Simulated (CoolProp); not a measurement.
Computed with CoolProp (reference Helmholtz-energy equation of state, Lemmon 2006). It is a short technical equation, of lower accuracy than the large ones.

For C3F8 (R218), give the phase and the cp (kJ/(kg K)), speed of sound (m/s), expansivity (1/kK), Prandtl number at 319.8 K and 3.72 MPa.


- 319.8 K and 3.72 MPa: liquid; cp 1.22, speed of sound 253, expansivity 5.28, Prandtl number 3.89

Viscosity comes from a separate model (Huber 2003), an estimate that may be off by 10 % or more. Thermal conductivity comes from a separate model (Huber 2003), an estimate that may be off by 10 % or more.
